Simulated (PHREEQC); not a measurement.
**Reverse-osmosis permeate (model solution)**

Synthetic water in mg/kgw, 20 °C, pH 6.32, pe 11.5: Na 9.44; K 0.568; Ca 5.05; Mg 2.04; Cl 3.95; S(6) as SO4 9.31; Alkalinity as HCO3 34; N(5) as NO3 0.0713; Zn 0.00706; F 0.236; Cu(2) 1.66.

Valence states are taken as typed.

Computed with PHREEQC (ion-association model, wateq4f.dat).

| Quantity | Value |
|---|---|
| ionic strength | 0.00118 mol/kgw |
| charge-balance error | 1.2 % |

```tsv
species	molality	activity	log γ
CO2	0.000602	0.000602	0.000
HCO3-	0.000542	0.000522	-0.016
Na+	0.000410	0.000395	-0.017
Ca+2	0.000124	0.000106	-0.066
Cl-	0.000111	0.000107	-0.017
SO4-2	9.37e-5	8.05e-5	-0.066
Mg+2	8.22e-5	7.08e-5	-0.065
Cu+2	1.67e-5	1.44e-5	-0.065
K+	1.45e-5	1.40e-5	-0.017
F-	1.24e-5	1.19e-5	-0.017
```

This is a speciation only: nothing precipitates in the calculation. The solution is supersaturated, for example in Malachite, so a real one may precipitate; this is no full list. Species that the database lacks are ignored.
